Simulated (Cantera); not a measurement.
Feed: 1 mol HMDSO, 14 mol H2O, 1.4 mol N2, equilibrated at 0.0133 bar.

Cantera equilibrium calculation (NASA polynomials, part measured and part estimated; ideal gas, pure solids and liquids). Candidate condensed phases: C, C6H6, C7H8, C8H18, H2O, Si, SiC, SiO2, Si2N2O, Si3N4; 151 gas species. The feed counts by its element totals alone. The tables hold silica as quartz up to 1696 K and as liquid above; real silica turns to tridymite and cristobalite and melts near 1996 K. The numbers say what is thermodynamically allowed, not how fast it happens.

### Question
At 1750 K, list the 7 most abundant gas species with their mole fractions, and the condensed phases.

### Answer
H2 0.603, CO 0.184, H2O 0.152, N2 0.0460, CO2 0.0128, H 0.00156, SiO 0.000240. Condensed: SiO2(condensed).
